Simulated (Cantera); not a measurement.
**Hydrocarbon pyrolysis for carbon deposition**

An isothermal, constant-pressure homogeneous reactor starts with CH4 : N2 = 1 : 15 (molar parts), at 1925 K and 0.0700 bar.

Cantera simulation using GRI-Mech 3.0 (53 species, 325 reactions); the numbers are that mechanism's predictions, not measurements. GRI-Mech 3.0 stops at C3 and has no aromatics, soot or wall deposition, so with more carbon than oxygen in the feed, carbon stays in small species such as C2H2 where larger ones or solid carbon would form.

```
t (s)        x CH4      x H2    x C2H6     x HCN       x H
--------  --------  --------  --------  --------  --------
2.00e-5     0.0625   1.49e-5  2.95e-10    <1e-12   4.27e-6
6.11e-5     0.0624   5.43e-5   8.84e-9  2.92e-12   4.36e-6
0.000186    0.0621  0.000179   1.76e-7  4.49e-11   4.77e-6
0.000569    0.0612  0.000708   2.26e-6   1.04e-9   8.91e-6
0.00174     0.0552   0.00619   1.72e-5   5.97e-8   5.03e-5
0.00530     0.0270    0.0456   1.44e-5   2.52e-6  0.000257
0.0162     0.00733    0.0767   1.64e-6   1.33e-5  0.000465
0.0494     0.00131    0.0858   9.53e-8   3.65e-5  0.000716
0.151     0.000205    0.0874   3.60e-9   7.26e-5  0.000952
0.461      3.58e-5    0.0876  1.32e-10  0.000108   0.00106
1.41       6.36e-6    0.0876  6.30e-12  0.000129   0.00108
4.29       3.05e-6    0.0876  3.09e-12  0.000143   0.00108
13.1       3.17e-6    0.0876  3.16e-12  0.000175   0.00108
40.0       3.44e-6    0.0876  3.34e-12  0.000272   0.00108
```
x: mole fraction; the columns are a selection and need not sum to one.

Equilibrium at this temperature and pressure: CH4 3.38e-6, H2 0.0876, C2H6 1.61e-12, HCN 0.0470, H 0.00108 (gas phase only).
